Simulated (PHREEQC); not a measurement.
A solution holds 0.001 mol LiOH, 0.00016 mol CO2 and 0.0004 mol NaHCO3 per kg of water, at 20 °C. Closed to the air; pH follows from the charge balance.

Computed with PHREEQC (Pitzer model, pitzer.dat).

Problem. The ionic strength comes out as 0.00181 mol/kgw. What activity coefficients do HCO3-, CO3-2, Li+, OH-, Na+ get?

Solution. HCO3- 0.96, CO3-2 0.83, Li+ 0.95, OH- 0.95, Na+ 0.95. Single-ion values are on the MacInnes scale.

No solid was allowed to form.
